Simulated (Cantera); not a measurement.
A freely propagating, adiabatic, planar premixed flame of 24.7 % H2, 15.8 % O2, 59.5 % N2, equivalence ratio 0.78, unburnt at 525 K and 10.0 bar; mixture-averaged transport, grid criteria slope 0.08 and curve 0.16, no radiation.

Model: the H2/O2 subset of GRI-Mech 3.0, which has no nitrogen chemistry, integrated in Cantera. The hydrogen kinetics of GRI-Mech 3.0 are dated; newer H2 mechanisms differ, most at raised pressure. Burning velocities carry a grid error of a few per cent, more on coarse grids.

x: mole fraction of selected species; z is measured from the peak of heat release.

| z (mm) | T (K) | u (m/s) | x H2 | x O2 | x H2O2 | x H | x O | x OH |
|---|---|---|---|---|---|---|---|---|
| -0.0828 | 525 | 2.40 | 0.246 | 0.158 | <1e-8 | <1e-8 | <1e-8 | <1e-8 |
| -0.0552 | 526 | 2.39 | 0.243 | 0.159 | 1.09e-7 | <1e-8 | <1e-8 | <1e-8 |
| -0.0414 | 528 | 2.39 | 0.238 | 0.160 | … | <1e-8 | … | <1e-8 |
| -0.0276 | 544 | 2.42 | 0.223 | 0.163 | 7.10e-6 | <1e-8 | 1.56e-7 | <1e-8 |
| -0.0138 | 724 | 3.06 | 0.169 | 0.164 | 0.000141 | 2.14e-5 | 1.45e-5 | 3.65e-5 |
| -0.00690 | 1081 | 4.45 | 0.120 | 0.145 | 0.000220 | 0.000936 | 0.000321 | 0.000727 |
| 0 | 1495 | 6.08 | 0.0698 | 0.109 | 3.28e-5 | 0.00448 | 0.00193 | 0.00293 |
| 0.00690 | 1775 | 7.20 | 0.0356 | 0.0768 | 5.88e-6 | 0.00689 | 0.00370 | 0.00682 |
| 0.0138 | 1936 | 7.83 | 0.0198 | 0.0598 | 4.03e-6 | 0.00631 | 0.00426 | 0.00993 |
| 0.0276 | 2092 | 8.44 | 0.0101 | 0.0493 | 2.63e-6 | 0.00353 | 0.00339 | 0.0113 |
| 0.0552 | 2202 | 8.84 | 0.00494 | 0.0457 | 1.65e-6 | 0.00120 | 0.00172 | 0.00928 |
| 0.110 | 2259 | 9.05 | … | 0.0448 | … | … | … | … |
| 0.221 | 2279 | 9.11 | 0.000998 | 0.0447 | 8.14e-7 | 0.000112 | 0.000377 | 0.00479 |

Question: Some entries are withheld; supply them.

Answer: 
- -0.0414, x H2O2: 5.67e-7
- -0.0414, x O: 1.12e-8
- 0.110, x H2: 0.00206
- 0.110, x H2O2: 1.05e-6
- 0.110, x H: 0.000316
- 0.110, x O: 0.000721
- 0.110, x OH: 0.00644
